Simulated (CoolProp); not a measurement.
A simple Rankine cycle with hexamethyldisiloxane (MM): condensing at 290.15 K, boiler at 0.471 MPa, turbine inlet 477.3 K, turbine efficiency 0.7, pump efficiency 0.7, no recuperator. Each further row changes one setting.

Values from CoolProp's reference Helmholtz-energy equation of state, Thol 2016.

| case | thermal efficiency (%) | net work (kJ/kg) | heat in (kJ/kg) | turbine exit temperature (K) | volume ratio over the turbine |
|---|---|---|---|---|---|
| as stated | 13.7 | 74.2 | 541 | 432.1 | 133 |
| turbine inlet 497.3 K | 13.4 | 77.9 | (withheld) | (withheld) | 131 |
| condensing temperature 282.15 K | (withheld) | 80.9 | 556 | 428.5 | (withheld) |
| boiler pressure 0.33 MPa | 12.9 | (withheld) | 545 | (withheld) | 90.1 |
| turbine efficiency 0.6 | (withheld) | 63.5 | 541 | (withheld) | 135 |

Question: Complete the blanks.

Answer: 
- turbine inlet 497.3 K, heat in (kJ/kg): 582
- turbine inlet 497.3 K, turbine exit temperature (K): 452.0
- condensing temperature 282.15 K, thermal efficiency (%): 14.5
- condensing temperature 282.15 K, volume ratio over the turbine: 208
- boiler pressure 0.33 MPa, net work (kJ/kg): 70.1
- boiler pressure 0.33 MPa, turbine exit temperature (K): 436.4
- turbine efficiency 0.6, thermal efficiency (%): 11.7
- turbine efficiency 0.6, turbine exit temperature (K): 437.8
